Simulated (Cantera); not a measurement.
Input: 1 mol SiCl4, 1.6 mol NH3, 3 mol N2, at 13300 Pa.

Cantera equilibrium calculation (NASA polynomials, part measured and part estimated; ideal gas, pure solids and liquids). Candidate condensed phases: NH4Cl, Si, Si3N4; 28 gas species. The tables' values for SiCl3, SiCl are old estimates; treat these amounts as uncertain. Equilibrium is a limit: real reactors are often held back by kinetics, nucleation or transport. All values below are at 1825 K.

Base state: N2 0.466, HCl 0.232, H2 0.178, SiCl2 0.111, SiCl3 0.0101, SiCl4 0.00141, H 0.000509, Cl 0.000505 (mole fractions); condensed: gas only.

Task: What changes in the equilibrium state with this change: SiCl4 replaced by SiH4?

Result: 
```csv
species,before,after
H2,0.178,0.583
N2,0.466,0.416
H,0.000509,0.000921
HCl,0.232,0
SiCl2,0.111,0
SiCl3,0.0101,0
Si,4.20e-6,1.31e-5
SiCl4,0.00141,0
Cl,0.000505,0
"Si3N4(s), mol",0,0.333
```
